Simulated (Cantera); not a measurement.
## Catalytic stagnation flow on Pt

A jet of 2.63 % CH₄, 6.87 % O₂, 90.5 % N₂ at 300 K and 24.0 Torr hits a platinum plate 4 cm away at a mass flux of 0.13 kg/m²/s; the plate temperature is set and raised in steps from an oxygen-covered start.

Model: Deutschmann's 1995 Pt surface mechanism with GRI-Mech 3.0 gas chemistry, integrated in Cantera. Catalytic surfaces can have several steady states; this one follows from the mechanism file's or the stated starting coverage.

```json
[
 {"plate T (K)": "900", "wall x CH₄": "0.0207", "wall x O₂": "0.0566", "wall x H₂O": "0.0106", "wall x OH": "2.77e-8", "wall x CO": "9.95e-6", "wall x CO₂": "0.00697", "θ free Pt": "0.297", "θ O*": "0.703"},
 {"plate T (K)": "950", "wall x CH₄": "0.0179", "wall x O₂": "0.0508", "wall x H₂O": "0.0157", "wall x OH": "9.19e-8", "wall x CO": "1.23e-5", "wall x CO₂": "0.0103", "θ free Pt": "0.380", "θ O*": "0.620"},
 {"plate T (K)": "1000", "wall x CH₄": "0.0153", "wall x O₂": "0.0453", "wall x H₂O": "0.0205", "wall x OH": "2.56e-7", "wall x CO": "1.47e-5", "wall x CO₂": "0.0135", "θ free Pt": "0.463", "θ O*": "0.536"},
 {"plate T (K)": "1050", "wall x CH₄": "0.0131", "wall x O₂": "0.0406", "wall x H₂O": "0.0245", "wall x OH": "6.29e-7", "wall x CO": "1.75e-5", "wall x CO₂": "0.0162", "θ free Pt": "0.543", "θ O*": "0.456"},
 {"plate T (K)": "1100", "wall x CH₄": "0.0113", "wall x O₂": "0.0369", "wall x H₂O": "0.0277", "wall x OH": "1.38e-6", "wall x CO": "2.09e-5", "wall x CO₂": "0.0183", "θ free Pt": "0.619", "θ O*": "0.381"},
 {"plate T (K)": "1150", "wall x CH₄": "0.00998", "wall x O₂": "0.0340", "wall x H₂O": "0.0302", "wall x OH": "2.77e-6", "wall x CO": "2.55e-5", "wall x CO₂": "0.0200", "θ free Pt": "0.687", "θ O*": "0.313"},
 {"plate T (K)": "1200", "wall x CH₄": "0.00896", "wall x O₂": "0.0319", "wall x H₂O": "0.0320", "wall x OH": "5.13e-6", "wall x CO": "3.18e-5", "wall x CO₂": "0.0212", "θ free Pt": "0.746", "θ O*": "0.253"},
 {"plate T (K)": "1250", "wall x CH₄": "0.00823", "wall x O₂": "0.0304", "wall x H₂O": "0.0332", "wall x OH": "8.87e-6", "wall x CO": "4.06e-5", "wall x CO₂": "0.0221", "θ free Pt": "0.798", "θ O*": "0.202"}
]
```
x: mole fraction at the wall; θ: surface coverage.
